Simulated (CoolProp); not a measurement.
Vapour-liquid equilibrium of o-xylene (1) + n-undecane (2) at 30.15 °C; x and y are mole fractions of (1).

Values from CoolProp's multi-fluid Helmholtz-energy mixture model, Zhou 2012 and Aleksandrov 2011; pair parameters Bell 2016.

```
x      bubble pressure, mixture model (kPa)  bubble pressure, Raoult's law (kPa)  y, mixture model  y, Raoult's law
-----  ------------------------------------  -----------------------------------  ----------------  ---------------
0.05                                 0.1396                               0.1409             0.423            0.428
0.125                                0.2244                               0.2249             0.670            0.670
0.2                                  0.3108                               0.3090             0.782            0.780
0.275                                0.3979                               0.3931             0.846            0.844
0.35                                 0.4846                               0.4771             0.887            0.884
0.425                                0.5705                               0.5612             0.915            0.913
0.5                                  0.6553                               0.6453             0.936            0.934
0.575                                0.7389                               0.7294             0.951            0.951
0.65                                 0.8216                               0.8134             0.964            0.964
0.725                                0.9037                               0.8975             0.974            0.974
0.8                                  0.9855                               0.9816             0.982            0.983
0.875                                 1.067                                1.066             0.990            0.990
0.95                                  1.150                                1.150             0.996            0.996
```

The largest gap from Raoult's law is +1.7 % in bubble pressure, at x = 0.425. No azeotrope shows between x = 0.05 and 0.95.

The pair parameters rest on a limited set of measurements; away from them the model extrapolates. The gap from Raoult's law changes sign with composition, which may be real or a fault of the pair parameters; it wasn't checked against measurements.
